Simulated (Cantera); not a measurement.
Ignition delay

Mixture: 17.6 % CH3OH, 16.5 % O2, 62.0 % N2, 3.87 % CO2, at 3.40 bar, adiabatic and at constant pressure. Ignition delay is the time to a rise of 400 K.

Computed with Cantera and GRI-Mech 3.0 (53 species, 325 reactions). GRI-Mech 3.0 was tuned for natural gas; its chemistry of methanol as a main component is partial and can be far from experiment.

```
T0 (K)  delay (ms)
------  ----------
1073          33.0
1148          7.54
1223          2.08
1298         0.678
1373         0.255
1448         0.109
1523        0.0521
1598        0.0274
1673        0.0156
```

| Property | Result |
|---|---|
| apparent activation energy between 1523 and 1673 K | 170 kJ/mol |
